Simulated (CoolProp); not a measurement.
A simple Rankine cycle with carbonyl sulfide: condensing at 289.15 K, boiler at 2.91 MPa, turbine inlet 350.3 K, turbine efficiency 0.75, pump efficiency 0.8, no recuperator. Each further row changes one setting.

The numbers come from the reference Helmholtz-energy equation of state, Lemmon 2006 in CoolProp. It is a short technical equation, of lower accuracy than the large ones.

```csv
case,thermal efficiency (%),net work (kJ/kg),heat in (kJ/kg),turbine exit temperature (K),volume ratio over the turbine
as stated,[?],24.9,276,289.1,2.64
turbine inlet 370.3 K,9.4,27.9,297,306.1,2.59
condensing temperature 281.15 K,10.5,30.0,[?],281.2,3.23
boiler pressure 2.04 MPa,6.5,19.0,291,[?],[?]
turbine efficiency 0.65,7.7,21.3,276,289.5,2.68
```

Problem. What belongs in the gaps?

Solution. 
- as stated, thermal efficiency (%): 9.0
- condensing temperature 281.15 K, heat in (kJ/kg): 287
- boiler pressure 2.04 MPa, turbine exit temperature (K): 309.5
- boiler pressure 2.04 MPa, volume ratio over the turbine: 1.87

The expansion ends wet for: as stated; condensing temperature 281.15 K.
